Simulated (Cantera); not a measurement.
**Equilibrium for silicon oxide and oxynitride deposition: SiCl4 + N2O**

A closed system holds: 1 mol SiCl4, a varied amount of N2O, equilibrated at 352 °C and 1.00 Torr.

Equilibrium computed with Cantera from the NASA thermochemical tables; the gas is ideal and each condensed phase is pure. Candidate condensed phases: Si, SiO2, Si2N2O, Si3N4; 23 gas species. The numbers say what is thermodynamically allowed, not how fast it happens.

```json
[
 {"n(N2O) (mol)": "0.21", "x SiCl4": "0.681", "x N2": "0.160", "x Cl2": "0.160", "x O2": "<1e-12", "n SiO2(α-quartz)": "0.105"},
 {"n(N2O) (mol)": "0.45", "x SiCl4": "0.463", "x N2": "0.269", "x Cl2": "0.269", "x O2": "<1e-12", "n SiO2(α-quartz)": "0.225"},
 {"n(N2O) (mol)": "0.95", "x SiCl4": "0.216", "x N2": "0.392", "x Cl2": "0.392", "x O2": "<1e-12", "n SiO2(α-quartz)": "0.475"},
 {"n(N2O) (mol)": "2", "x SiCl4": "4.08e-10", "x N2": "0.500", "x Cl2": "0.500", "x O2": "4.19e-10", "n SiO2(α-quartz)": "1.00"},
 {"n(N2O) (mol)": "4.3", "x SiCl4": "<1e-12", "x N2": "0.577", "x Cl2": "0.268", "x O2": "0.154", "n SiO2(α-quartz)": "1.00"},
 {"n(N2O) (mol)": "9.2", "x SiCl4": "<1e-12", "x N2": "0.622", "x Cl2": "0.135", "x O2": "0.243", "n SiO2(α-quartz)": "1.00"},
 {"n(N2O) (mol)": "20", "x SiCl4": "<1e-12", "x N2": "0.645", "x Cl2": "0.0645", "x O2": "0.290", "n SiO2(α-quartz)": "1.00"},
 {"n(N2O) (mol)": "42", "x SiCl4": "<1e-12", "x N2": "0.656", "x Cl2": "0.0312", "x O2": "0.312", "n SiO2(α-quartz)": "1.00"}
]
```
x: gas mole fraction; n: condensed amount in mol.

From 0.21 mol N2O to 42 mol N2O the condensed part is SiO2(α-quartz).
